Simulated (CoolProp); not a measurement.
A single-stage vapour-compression cycle with R22: evaporating at 212.15 K (dew point), condensing at 275.15 K (bubble point), superheat 2 K, subcooling 5 K, compressor efficiency 0.65, no pressure losses. Each further row changes one setting.

Model: reference Helmholtz-energy equation of state, Kamei 1995, in CoolProp.

```tsv
case	cooling COP	pressure ratio	discharge temperature (K)	refrigerating effect (kJ/kg)	volumetric capacity (kJ/m³)
as stated	1.74	15.0	380.9	183	319
evaporating temperature 217.15 K	1.98	11.3	369.0	185	421
condensing temperature 270.15 K	1.94	12.7	370.1	189	330
subcooling 10 K	1.80	15.0	380.9	188	330
superheat 12 K	1.72	15.0	394.4	188	314
compressor efficiency 0.55	1.47	15.0	405.4	183	319
```
